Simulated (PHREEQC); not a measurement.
A solution holds 0.003 mol/kgw TMAH, 1.6e-06 mol/kgw H4SiO4 and 0.22 mol/kgw CuSO4, at 25 °C. Closed to the air; pH follows from the charge balance.

Equilibrium calculation in PHREEQC: ion-association model, wateq4f.dat.

```json
[
 {"quantity": "pH", "before": "5.07", "after": "4.48"},
 {"quantity": "ionic strength (mol/kgw)", "before": "0.418", "after": "0.418"},
 {"quantity": "SI of Quartz (SiO2)", "before": "-1.77", "after": "-1.77"}
]
```

Problem. Which change was made?
A. H4SiO4 from 1.6e-06 to 1.44e-06 mol/kgw
B. CuSO4 left out
C. TMAH replaced by (CH3)4NF at the same molality
D. 0.17 mol/kgw HCl added
E. temperature from 25 to 15 °C

Solution. C, TMAH replaced by (CH3)4NF at the same molality

This is a speciation only: nothing precipitates in the calculation. Some of these states are supersaturated (in Antlerite, Brochantite, for instance). (CH3)4N+ isn't in the database: it is added as a free cation with an ion size of 4 Å. SiF6-2 is the database's only silicon fluoride.
